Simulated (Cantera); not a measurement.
Charge: 1 mol Pb, 0.47 mol CO₂, 3.8 mol H₂, held at 1.33 mbar.

These are equilibrium values from Cantera (NASA tables, ideal gas, pure condensed phases), not measurements of a reactor. Candidate condensed phases: C, C₆H₆, C₇H₈, C₈H₁₈, H₂O, Pb, PbO, PbO₂, Pb₃O₄; 113 gas species. Equilibrium is a limit: real reactors are often held back by kinetics, nucleation or transport.

**Question.** Which condensed phases are stable at each of these points (T (K)): 723, 823, 923, 1023, 1123, 1223, 1323, 1423, 1523, 1623, 1723?

**Answer.** 
| T (K) | condensed phases | Pb condensed (%) |
|---|---|---|
| 723 | Pb(l) | 100.0 |
| 823 | Pb(l) | 100.0 |
| 923 | Pb(l) | 99.2 |
| 1023 | Pb(l) | 91.3 |
| 1123 | Pb(l) | 32.2 |
| 1223 | gas only | 0.0 |
| 1323 | gas only | 0.0 |
| 1423 | gas only | 0.0 |
| 1523 | gas only | 0.0 |
| 1623 | gas only | 0.0 |
| 1723 | gas only | 0.0 |

From 723 K to 1123 K the condensed part is Pb(l). From 1223 K to 1723 K nothing is condensed.
